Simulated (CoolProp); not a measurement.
A single-stage vapour-compression cycle with R236FA: evaporating at 313.15 K (dew point), condensing at 364.15 K (bubble point), superheat 2 K, subcooling 8 K, compressor efficiency 0.75, no pressure losses. Each further row changes one setting.

Values from CoolProp's reference Helmholtz-energy equation of state, Pan 2012.

| case | cooling COP | pressure ratio | discharge temperature (K) | refrigerating effect (kJ/kg) | volumetric capacity (kJ/m³) |
|---|---|---|---|---|---|
| as stated | … | 3.66 | 364.1 | 80.4 | 2330 |
| evaporating temperature 318.15 K | 3.86 | 3.16 | 364.1 | 83.7 | 2810 |
| condensing temperature 359.15 K | 3.88 | … | 359.1 | 87.5 | 2540 |
| subcooling 13 K | 3.59 | 3.66 | 364.1 | 87.6 | 2540 |
| superheat 12 K | 3.44 | 3.66 | 371.3 | … | 2480 |
| compressor efficiency 0.65 | … | 3.66 | … | 80.4 | 2330 |

### Question
Complete the blanks.

### Answer

- as stated, cooling COP: 3.30
- condensing temperature 359.15 K, pressure ratio: 3.27
- superheat 12 K, refrigerating effect (kJ/kg): 89.8
- compressor efficiency 0.65, cooling COP: 2.86
- compressor efficiency 0.65, discharge temperature (K): 365.6

The compression ends wet for: as stated; evaporating temperature 318.15 K; condensing temperature 359.15 K; subcooling 13 K.
